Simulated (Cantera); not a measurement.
An isothermal, constant-pressure homogeneous reactor starts with H2 : O2 : N2 = 0.67 : 1 : 4.9 (molar parts), at 750 K and 100.0 Torr. Integrator tolerance rtol = 1e-08.

Computed with Cantera and the H2/O2 subset of GRI-Mech 3.0, which has no nitrogen chemistry. Radical loss at walls, strong at low pressure, is not modelled. Below about 950 K walls govern HO2 and H2O2 in real vessels. The temperature is held fixed by assumption; the heat of reaction is taken as removed at once.

Task: What does this change do: temperature 750 to 873 K?

Result: 
```
quantity                                            before                                     after
----------------  ----------------------------------------  ----------------------------------------
x(H2) at 10.0 s       0.102 (gas-phase equilibrium <1e-12)  9.46e-5 (gas-phase equilibrium 1.04e-12)
x(O2) at 10.0 s        0.152 (gas-phase equilibrium 0.107)       0.107 (gas-phase equilibrium 0.107)
x(H) at 10.0 s       <1e-12 (gas-phase equilibrium <1e-12)    2.24e-9 (gas-phase equilibrium <1e-12)
x(HO2) at 10.0 s  1.08e-8 (gas-phase equilibrium 1.70e-12)  1.18e-6 (gas-phase equilibrium 3.43e-11)
x(O) at 10.0 s       <1e-12 (gas-phase equilibrium <1e-12)  3.30e-8 (gas-phase equilibrium 1.71e-12)
```
